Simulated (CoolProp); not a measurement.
Computed with CoolProp (reference Helmholtz-energy equation of state, Beckmüller 2019).

For n-octane, give the phase and the Z, cp (kJ/(kg K)), conductivity (mW/(m K)), Prandtl number at 324.2 K and 27 bar; 378 K and 27 bar; 413.8 K and 27 bar.


- 324.2 K and 27 bar: liquid; Z 0.168, cp 2.32, conductivity 118, Prandtl number 7.74
- 378 K and 27 bar: liquid; Z 0.155, cp 2.54, conductivity 104, Prandtl number 5.99
- 413.8 K and 27 bar: liquid; Z 0.149, cp 2.70, conductivity 94.9, Prandtl number 5.29

Viscosity comes from a separate model (Huber 2004). Thermal conductivity comes from a separate model (Huber 2005).
